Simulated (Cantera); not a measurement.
Input: 1 mol SiH4, 0.82 mol NH3, 41 mol H2, 22 mol N2, at 1000 K and 75.0 Torr.

Equilibrium computed with Cantera from the NASA thermochemical tables; the gas is ideal and each condensed phase is pure. Candidate condensed phases: Si, Si3N4; 18 gas species. The numbers say what is thermodynamically allowed, not how fast it happens.

Problem. What is the equilibrium state?

Solution. 
```
Property                              Value
--------------------------------  ---------
x(H2)                                 0.670
x(N2)                                 0.330
x(NH3)                              1.83e-5
n(Si3N4(s))                       0.333 mol
gas amount                        65.97 mol
log10 activity of Si(s) (absent)      -6.20
```
